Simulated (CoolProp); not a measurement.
2000 sccm (0 °C, 1 atm) of nitrogen bubbles through liquid n-perfluorohexane at 282 K and leaves saturated at a total pressure of 0.115 MPa (ideal gas phase). Each further row changes one setting.

Values from CoolProp's reference Helmholtz-energy equation of state, Gao 2022.

```json
[
 {"case": "as stated", "vapour pressure (kPa)": "13.8", "mole fraction of vapour": "0.120", "delivery (mg/min)": "…", "delivery (sccm)": "272", "change of delivery for a bath 1 K warmer (%)": "5.9"},
 {"case": "bath temperature 287 K", "vapour pressure (kPa)": "17.6", "mole fraction of vapour": "0.153", "delivery (mg/min)": "…", "delivery (sccm)": "362", "change of delivery for a bath 1 K warmer (%)": "5.9"},
 {"case": "total pressure 0.23 MPa", "vapour pressure (kPa)": "13.8", "mole fraction of vapour": "0.0599", "delivery (mg/min)": "…", "delivery (sccm)": "127", "change of delivery for a bath 1 K warmer (%)": "5.5"}
]
```

Q: What belongs in the gaps?

A: 
- as stated, delivery (mg/min): 4100
- bath temperature 287 K, delivery (mg/min): 5460
- total pressure 0.23 MPa, delivery (mg/min): 1920
